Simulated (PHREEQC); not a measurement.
Dissolve 0.22 mol CdCl2, 9.6e-05 mol NaCl and 0.00017 mol FeSO4 per kg of water at 44 °C. Closed to the air; pH follows from the charge balance.

Computed with PHREEQC (ion-association model, phreeqc.dat).

Precipitation was switched off in this run.

**Question.** Estimate the pH.

**Answer.** pH 5.16.

**Question.** In which forms is S present?

**Answer.** SO4-2 60 %, CdSO4 39 % of the S.

Complexes and solids missing from the database can't appear. Constants without temperature data keep their 25 °C values here.
